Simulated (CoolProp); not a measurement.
Vapour-liquid equilibrium of n-hexane (1) + hexamethyldisiloxane (MM) (2) at 176.05 °C; x and y are mole fractions of (1).

Values from CoolProp's multi-fluid Helmholtz-energy mixture model, Thol 2019 and Thol 2016; pair parameters Bell 2016.

**Question.** Give the bubble pressure and the first vapour's composition at x = 0.35, 0.45, 0.55. Is there an azeotrope?

**Answer.** x = 0.35: 0.7655 MPa, y = 0.458; x = 0.45: 0.8201 MPa, y = 0.565; x = 0.55: 0.8793 MPa, y = 0.665. No azeotrope shows between x = 0.05 and 0.95.

Pair parameters are fitted to limited data, so mixtures are less certain than the pure fluids.
